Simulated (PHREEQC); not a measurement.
Consider water at 20 °C with 0.08 mol/kgw Al2(SO4)3, 0.019 mol/kgw CaCl2 and 0.0007 mol/kgw HCl. Closed to the air; pH follows from the charge balance.

Model: ion-association model, phreeqc.dat, run in PHREEQC.

Task: The ionic strength comes out as 0.291 mol/kgw. What activity coefficients do Cl-, Al+3, Ca+2, Al(OH)2+, CaHSO4+ get?

Result: Cl- 0.69, Al+3 0.11, Ca+2 0.29, Al(OH)2+ 0.72, CaHSO4+ 0.74.

This is a speciation only: nothing precipitates in the calculation. Examples of supersaturated solids here: Gypsum. Others may be too.
